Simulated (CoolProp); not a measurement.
Saturation properties of R1132(E).

Model: reference Helmholtz-energy equation of state, Akasaka 2024, in CoolProp.

| T (K) | p (MPa) | vapour density (kg/m³) | enthalpy of vaporisation (kJ/kg) | liquid cp (kJ/(kg K)) |
|---|---|---|---|---|
| 251.5 | 0.3905 | 13.08 | 276.9 | 1.678 |
| 255.5 | 0.4522 | 15.07 | 272.5 | 1.687 |
| 259.5 | 0.5211 | 17.28 | 267.8 | 1.697 |
| 263.5 | 0.5975 | 19.74 | 263.1 | 1.710 |
| 267.5 | 0.6820 | 22.48 | 258.3 | 1.723 |
| 271.5 | 0.7752 | 25.51 | 253.3 | 1.739 |
| 275.4 | 0.8749 | 28.79 | 248.2 | 1.757 |
| 279.4 | 0.9867 | 32.50 | 242.8 | 1.777 |
| 283.4 | 1.109 | 36.61 | 237.3 | 1.801 |
| 287.4 | 1.242 | 41.15 | 231.5 | 1.827 |
| 291.4 | 1.386 | 46.19 | 225.5 | 1.858 |
| 295.4 | 1.543 | 51.76 | 219.1 | 1.893 |
